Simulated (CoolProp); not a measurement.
Vapour-liquid equilibrium of cyclohexane (1) + n-nonane (2) at 0.199 MPa; x and y are mole fractions of (1).

The numbers come from the multi-fluid Helmholtz-energy mixture model, Zhou 2014 and Lemmon 2006; pair parameters Bell 2016 in CoolProp.

```
x      bubble temperature (K)  y at the bubble point  dew temperature at overall composition x (K)  liquid density (mol/L)
-----  ----------------------  ---------------------  --------------------------------------------  ----------------------
0.05                    444.3                  0.181                                         449.5                   4.687
0.125                   435.0                  0.386                                         446.6                   4.904
0.2                     427.0                  0.534                                         443.5                   5.124
0.275                   419.9                  0.645                                         440.2                   5.349
0.35                    413.7                  0.728                                         436.8                   5.583
0.425                   408.1                  0.793                                         433.0                   5.826
0.5                     403.0                  0.844                                         429.0                   6.083
0.575                   398.3                  0.884                                         424.5                   6.353
0.65                    394.0                  0.917                                         419.6                   6.639
0.725                   390.0                  0.943                                         414.0                   6.943
0.8                     386.4                  0.963                                         407.4                   7.268
0.875                   383.0                  0.980                                         399.4                   7.615
0.95                    380.0                  0.993                                         388.8                   7.986
```

No azeotrope shows between x = 0.05 and 0.95.

The pair parameters rest on a limited set of measurements; away from them the model extrapolates.
